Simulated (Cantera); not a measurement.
Input: 1 mol C2H4, 2.9 mol H2, 3.3 mol N2, equilibrated at 17.0 mbar.

Method: chemical equilibrium by Gibbs-energy minimisation in Cantera with the NASA 1993 tables (ideal gas, pure condensed phases). Candidate condensed phases: C, C6H6, C7H8, C8H18; 110 gas species. Ions and electrons are included (thermal ionisation). Rates play no part.

log p: log10 of the partial pressure in bar; n: condensed amount in mol.

```json
[
 {"T (K)": "2000", "log p H": "-3.79", "log p H2": "-2.00", "log p N2": "-2.17", "log p C": "-10.52", "log p N": "-10.13", "log p HCN": "-3.92", "log p CN": "-7.33", "log p C3": "-10.56", "n C(graphite)": "[?]"},
 {"T (K)": "2500", "log p H": "-2.65", "log p H2": "-2.10", "log p N2": "-2.21", "log p C": "-6.78", "log p N": "-7.64", "log p HCN": "-3.31", "log p CN": "-5.09", "log p C3": "-6.30", "n C(graphite)": "[?]"},
 {"T (K)": "3000", "log p H": "-2.09", "log p H2": "-2.57", "log p N2": "-2.35", "log p C": "-4.30", "log p N": "-6.03", "log p HCN": "-3.16", "log p CN": "-3.66", "log p C3": "-3.51", "n C(graphite)": "[?]"},
 {"T (K)": "3500", "log p H": "-1.95", "log p H2": "-3.45", "log p N2": "-2.43", "log p C": "-3.20", "log p N": "-4.87", "log p HCN": "-3.99", "log p CN": "-3.31", "log p C3": "-3.56", "n C(graphite)": "0"},
 {"T (K)": "4000", "log p H": "-1.95", "log p H2": "-4.31", "log p N2": "-2.45", "log p C": "-2.77", "log p N": "-3.98", "log p HCN": "-5.09", "log p CN": "-3.41", "log p C3": "-4.77", "n C(graphite)": "0"},
 {"T (K)": "4500", "log p H": "-1.96", "log p H2": "-5.00", "log p N2": "-2.48", "log p C": "-2.69", "log p N": "-3.28", "log p HCN": "-6.21", "log p CN": "-3.75", "log p C3": "-6.49", "n C(graphite)": "0"},
 {"T (K)": "5000", "log p H": "-1.98", "log p H2": "-5.57", "log p N2": "-2.58", "log p C": "-2.69", "log p N": "-2.77", "log p HCN": "-7.22", "log p CN": "-4.11", "log p C3": "-8.02", "n C(graphite)": "0"}
]
```

Question: Fill in the missing entries.

Answer: 
- 2000, n C(graphite): 1.93
- 2500, n C(graphite): 1.62
- 3000, n C(graphite): 0.237
